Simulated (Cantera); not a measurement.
Charge: 1 mol SO2, 0.25 mol O2, 8.5 mol N2, held at 650 °C and 0.100 bar.

Method: chemical equilibrium by Gibbs-energy minimisation in Cantera with the NASA 1993 tables (ideal gas, pure condensed phases). Candidate condensed phases: S; 17 gas species. Rates play no part.

Base state: N2 0.879, SO2 0.0862, O2 0.0172, SO3 0.0172 (mole fractions); condensed: gas only.

**Question.** What changes in the equilibrium state with this change: 0.031 mol CH4 added?

**Answer.** 
```tsv
species	before	after
N2	0.879	0.875
SO2	0.0862	0.0883
SO3	0.0172	0.0147
H2O	0	0.00639
O2	0.0172	0.0120
CO2	0	0.00319
```
Further candidate phases: C, C6H6, C7H8, C8H18, H2O, H2SO4.
